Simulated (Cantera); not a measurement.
Input (Python, Cantera):

```python
import numpy as np
import cantera as ct

gas = ct.Solution("gri30.yaml")
gas.TPX = 1125, 300000, {'CH4': 1, 'H2': 0.13, 'O2': 5.74, 'N2': 21.6}
reactor = ct.IdealGasReactor(gas, energy="on", clone=False)
net = ct.ReactorNet([reactor])
net.rtol, net.atol = 1e-08, 1e-16
show = ['CH4', 'H2', 'O2', 'H2O', 'CO2', 'H2O2']
times = np.geomspace(3e-06, 2, 14)

steps = ct.SolutionArray(gas, extra=["t"])
rows = []
print(f"{'t/s':>10s}{'T/K':>9s}{'P/Pa':>11s}" + "".join(f"{s:>11s}" for s in show))
for t in times:
    while net.time < t:
        t_next = net.step()
        steps.append(gas.state, t=t_next)
    rows.append([np.interp(t, steps.t, y) for y in (steps.T, steps.P, *steps(*show).X.T)])
    print(f"{t:10.3e}{rows[-1][0]:9.1f}{rows[-1][1]:11.4g}" + "".join(f"{x:11.3e}" for x in rows[-1][2:]))
rate = np.gradient(steps.T, steps.t)
print("integrator steps:", len(steps.t))
if steps.T.max() > steps.T[0] + 200:
    print(f"time of steepest temperature rise: {steps.t[rate.argmax()]:.4e} s")
gas.TPX = 1125, 300000, {'CH4': 1, 'H2': 0.13, 'O2': 5.74, 'N2': 21.6}
gas.equilibrate("UV")
print(f"equilibrium (UV): T = {gas.T:.1f} K  " + "  ".join(f"{s} {gas[s].X[0]:.3e}" for s in show))
```

Result:

```
       t/s      T/K       P/Pa        CH4         H2         O2        H2O        CO2       H2O2
 3.000e-06   1125.0      3e+05  3.512e-02  4.566e-03  2.016e-01  5.557e-11  2.117e-18  4.467e-13
 8.416e-06   1125.0      3e+05  3.512e-02  4.566e-03  2.016e-01  2.642e-10  2.802e-17  3.546e-12
 2.361e-05   1125.0      3e+05  3.512e-02  4.566e-03  2.016e-01  1.088e-09  3.404e-16  2.784e-11
 6.624e-05   1125.0      3e+05  3.512e-02  4.566e-03  2.016e-01  5.301e-09  5.302e-15  2.144e-10
 1.858e-04   1125.0      3e+05  3.512e-02  4.566e-03  2.016e-01  3.493e-08  1.198e-13  1.594e-09
 5.213e-04   1125.0      3e+05  3.512e-02  4.566e-03  2.016e-01  3.523e-07  5.346e-12  1.199e-08
 1.462e-03   1125.1      3e+05  3.511e-02  4.561e-03  2.016e-01  1.192e-05  2.418e-09  1.812e-07
 4.103e-03   1130.3  3.014e+05  3.456e-02  4.465e-03  2.012e-01  5.903e-04  7.077e-07  2.671e-06
 1.151e-02   2129.6   5.67e+05  2.070e-22  6.309e-05  1.287e-01  7.394e-02  3.503e-02  1.757e-07
 3.229e-02   2128.0  5.666e+05  2.268e-22  6.250e-05  1.284e-01  7.395e-02  3.503e-02  1.747e-07
 9.058e-02   2123.9  5.655e+05  2.115e-22  6.107e-05  1.277e-01  7.397e-02  3.504e-02  1.720e-07
 2.541e-01   2116.1  5.634e+05  1.809e-22  5.840e-05  1.264e-01  7.401e-02  3.504e-02  1.669e-07
 7.129e-01   2109.3  5.615e+05  1.573e-22  5.613e-05  1.252e-01  7.404e-02  3.505e-02  1.626e-07
 2.000e+00   2108.2  5.612e+05  1.538e-22  5.577e-05  1.250e-01  7.405e-02  3.505e-02  1.619e-07
integrator steps: 2025
time of steepest temperature rise: 6.8023e-03 s
equilibrium (UV): T = 2108.2 K  CH4 2.400e-22  H2 5.577e-05  O2 1.250e-01  H2O 7.405e-02  CO2 3.505e-02  H2O2 1.619e-07
```

Detailed kinetics in Cantera: GRI-Mech 3.0 (53 species, 325 reactions).
